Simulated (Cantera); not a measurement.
# Low-pressure radical oxidation in H2/O2

An isothermal, constant-pressure homogeneous reactor starts with 20.0 % H2, 80.0 % O2, equivalence ratio 0.12, at 1023 K and 0.00280 bar.

Computed with Cantera and the H2/O2 subset of GRI-Mech 3.0, which has no nitrogen chemistry. Radical loss at walls, strong at low pressure, is not modelled. The temperature is held fixed by assumption; the heat of reaction is taken as removed at once.

| t (s) | x H2 | x O2 | x OH | x HO2 | x H2O2 |
|---|---|---|---|---|---|
| 8.00e-5 | 0.200 | 0.800 | 2.36e-12 | 4.82e-11 | <1e-12 |
| 0.000289 | 0.200 | 0.800 | 2.04e-11 | 1.74e-10 | <1e-12 |
| 0.00104 | 0.200 | 0.800 | 1.70e-10 | 6.30e-10 | <1e-12 |
| 0.00376 | 0.200 | 0.800 | 9.03e-9 | 2.38e-9 | 2.46e-12 |
| 0.0136 | 0.168 | 0.784 | 0.00279 | 1.43e-6 | 3.00e-8 |
| 0.0490 | 0.00703 | 0.712 | 0.00450 | 2.87e-6 | 4.36e-8 |
| 0.177 | 0.00340 | 0.753 | 0.00318 | 3.17e-6 | 7.11e-8 |
| 0.638 | 0.000330 | 0.776 | 0.000972 | 1.96e-6 | 9.18e-8 |
| 2.30 | 1.77e-5 | 0.778 | 0.000226 | 3.65e-7 | 4.23e-8 |
| 8.31 | 1.77e-6 | 0.778 | 7.31e-5 | 5.30e-8 | 1.41e-8 |
| 30.0 | 2.89e-7 | 0.778 | 2.99e-5 | 1.01e-8 | 4.74e-9 |
x: mole fraction; the columns are a selection and need not sum to one.

Equilibrium at this temperature and pressure: H2 8.19e-10, O2 0.778, OH 1.61e-6, HO2 1.22e-9, H2O2 3.89e-11 (gas phase only).
